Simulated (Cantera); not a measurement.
A Cantera script and its output.

```python
import numpy as np
import cantera as ct

gas = ct.Solution("gri30.yaml")
gas.TPX = 1350, 420, {'C2H6': 1, 'N2': 1.2}
inlet = ct.Reservoir(gas, clone=True)

reactor = ct.IdealGasConstPressureReactor(gas, energy="off", clone=False)
exhaust = ct.Reservoir(gas, clone=True)
tau = [24, 5.2, 1.1, 0.25, 0.056, 0.012, 0.0027, 0.00059, 0.00013][0]
for a, b in ((inlet, reactor), (reactor, exhaust)):
    ct.MassFlowController(a, b, mdot=lambda t: reactor.mass / tau)
net = ct.ReactorNet([reactor])
show = ['C2H6', 'CH3', 'CH4', 'CH2', 'H2', 'HCN']

rows = []
print(f"{'tau/s':>10s}{'T/K':>9s}" + "".join(f"{s:>11s}" for s in show))
for tau in [24, 5.2, 1.1, 0.25, 0.056, 0.012, 0.0027, 0.00059, 0.00013]:
    net.initial_time = 0.0
    net.advance(30 * tau)
    before = gas.X
    net.advance(40 * tau)
    drift = np.max(np.abs(gas.X - before) / (gas.X + 1e-9))
    rows.append([gas.T, *gas[show].X, drift])
    print(f"{tau:10.3e}{gas.T:9.1f}" + "".join(f"{x:11.3e}" for x in gas[show].X))
```

It prints:

```
     tau/s      T/K       C2H6        CH3        CH4        CH2         H2        HCN
 2.400e+01   1350.0  5.718e-04  3.395e-04  7.827e-02  4.148e-08  3.918e-01  1.805e-08
 5.200e+00   1350.0  2.226e-03  6.448e-04  1.089e-01  9.485e-08  3.516e-01  1.138e-08
 1.100e+00   1350.0  9.044e-03  1.242e-03  1.388e-01  2.207e-07  2.948e-01  7.247e-09
 2.500e-01   1350.0  3.491e-02  2.429e-03  1.506e-01  5.097e-07  2.253e-01  5.047e-09
 5.600e-02   1350.0  1.234e-01  4.486e-03  1.138e-01  1.031e-06  1.530e-01  3.363e-09
 1.200e-02   1350.0  3.013e-01  5.763e-03  4.030e-02  1.314e-06  7.083e-02  1.986e-09
 2.700e-03   1350.0  4.242e-01  3.455e-03  5.558e-03  6.525e-07  1.390e-02  7.141e-10
 5.900e-04   1350.0  4.521e-01  1.071e-03  3.751e-04  7.779e-08  6.829e-04  2.375e-11
 1.300e-04   1350.0  4.543e-01  2.947e-04  2.276e-05  2.865e-09  9.791e-06  4.955e-15
```

Model: GRI-Mech 3.0 (53 species, 325 reactions), integrated in Cantera. GRI-Mech 3.0 stops at C3 and has no aromatics, soot or wall deposition, so with more carbon than oxygen in the feed, carbon stays in small species such as C2H2 where larger ones or solid carbon would form. Radical loss at walls, strong at low pressure, is not modelled.
